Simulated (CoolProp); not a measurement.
A simple Rankine cycle with dimethyl carbonate: condensing at 309.15 K, boiler at 0.692 MPa, turbine inlet 478.3 K, turbine efficiency 0.8, pump efficiency 0.7, no recuperator. Each further row changes one setting.

Model: reference Helmholtz-energy equation of state, Zhou 2011, in CoolProp.

```tsv
case	thermal efficiency (%)	net work (kJ/kg)	heat in (kJ/kg)	turbine exit temperature (K)	volume ratio over the turbine
as stated	18.9	121	640	390.6	49.4
turbine inlet 498.3 K	18.8	127	674	410.0	49.2
condensing temperature 301.15 K	20.0	131	655	383.2	71.5
boiler pressure 0.484 MPa	17.5	113	644	399.3	34.3
turbine efficiency 0.7	16.5	106	640	401.3	50.8
```
